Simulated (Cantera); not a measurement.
A jet of H2 : O2 : N2 = 0.01 : 0.12 : 0.79 (molar parts) at 300 K and 2200 Pa hits a platinum plate 2.1 cm away at a mass flux of 0.021 kg/m²/s; the plate temperature is set and raised in steps from an oxygen-covered start.

Cantera simulation using Deutschmann's 1995 Pt surface mechanism with GRI-Mech 3.0 gas chemistry; the numbers are that mechanism's predictions, not measurements. Catalytic surfaces can have several steady states; this one follows from the mechanism file's or the stated starting coverage.

One state of this run: wall x H2 = 0.00104; wall x O2 = 0.121; wall x H2O = 0.0178; wall x OH = 4.82e-8; θ free Pt = 0.269; θ O* = 0.730; θ OH* = 0.000591. x: mole fraction at the wall; θ: surface coverage.

**Question.** Which value of plate T (K) does it belong to?
(A) 900
(B) 950
(C) 600
(D) 650

**Answer.** A, 900
